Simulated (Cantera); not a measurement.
What does this Cantera script print?

```python
import numpy as np
import cantera as ct

gas_names = """
    H HO2 H2 H2O H2O2 O OH O2 O3 Pb PbO Pb2
""".split()
cond_names = """
    H2O(s) H2O(L) Pb(cr) Pb(L) PbO(rd) PbO(yw) PbO(L) PbO2(s) Pb3O4(s)
""".split()


# ... load() reads the species with a 1 bar reference pressure and builds the phases ...
atoms = {
    'PbO': {'Pb': 1, 'O': 1},
    'H2': {'H': 2},
    'O2': {'O': 2},
}
top_T = {'Pb3O4(s)': 820}  # K; cautious upper limits of use, not melting points


# ... equilibrate(T, P, feed) seeds the gas with the atoms and calls Mixture.equilibrate('TP', solver="vcs", rtol=1e-11, max_steps=5000) ...
results = []
P = 100000  # Pa
for T in [1175, 1225, 1275, 1325, 1375, 1425, 1475, 1525, 1575]:
    for m in [0.62, 1.4, 3.3, 7.7, 18, 41, 96]:
        feed = {'PbO': 1, 'H2': m, 'O2': 0.23}  # mol
        mix = equilibrate(T, P, feed)
        results.append((T, P, feed, dict(zip(mix.species_names, mix.species_moles))))

for T, P, feed, n in results:
    print(f"{T:7g} {feed['H2']:10.4g}  " + (" + ".join(c for c in cond_names if n.get(c, 0) > 1e-12) or "gas only"))
```

Result:

```
   1175       0.62  Pb(L) + PbO(L)
   1175        1.4  Pb(L) + PbO(L)
   1175        3.3  Pb(L)
   1175        7.7  Pb(L)
   1175         18  Pb(L)
   1175         41  Pb(L)
   1175         96  Pb(L)
   1225       0.62  Pb(L) + PbO(L)
   1225        1.4  Pb(L) + PbO(L)
   1225        3.3  Pb(L)
   1225        7.7  Pb(L)
   1225         18  Pb(L)
   1225         41  Pb(L)
   1225         96  Pb(L)
   1275       0.62  Pb(L) + PbO(L)
   1275        1.4  Pb(L) + PbO(L)
   1275        3.3  Pb(L)
   1275        7.7  Pb(L)
   1275         18  Pb(L)
   1275         41  Pb(L)
   1275         96  Pb(L)
   1325       0.62  Pb(L) + PbO(L)
   1325        1.4  Pb(L) + PbO(L)
   1325        3.3  Pb(L)
   1325        7.7  Pb(L)
   1325         18  Pb(L)
   1325         41  Pb(L)
   1325         96  Pb(L)
   1375       0.62  Pb(L) + PbO(L)
   1375        1.4  Pb(L) + PbO(L)
   1375        3.3  Pb(L)
   1375        7.7  Pb(L)
   1375         18  Pb(L)
   1375         41  Pb(L)
   1375         96  Pb(L)
   1425       0.62  Pb(L) + PbO(L)
   1425        1.4  Pb(L) + PbO(L)
   1425        3.3  Pb(L)
   1425        7.7  Pb(L)
   1425         18  Pb(L)
   1425         41  Pb(L)
   1425         96  gas only
   1475       0.62  Pb(L) + PbO(L)
   1475        1.4  Pb(L) + PbO(L)
   1475        3.3  Pb(L)
   1475        7.7  Pb(L)
   1475         18  Pb(L)
   1475         41  Pb(L)
   1475         96  gas only
   1525       0.62  Pb(L) + PbO(L)
   1525        1.4  Pb(L) + PbO(L)
   1525        3.3  Pb(L)
   1525        7.7  Pb(L)
   1525         18  Pb(L)
   1525         41  gas only
   1525         96  gas only
   1575       0.62  Pb(L) + PbO(L)
   1575        1.4  Pb(L) + PbO(L)
   1575        3.3  Pb(L)
   1575        7.7  Pb(L)
   1575         18  Pb(L)
   1575         41  gas only
   1575         96  gas only
```

These are equilibrium values from Cantera (NASA tables, ideal gas, pure condensed phases), not measurements of a reactor. Each liquid is taken as pure. Mutual solubility and eutectic melting of coexisting phases are not modelled.
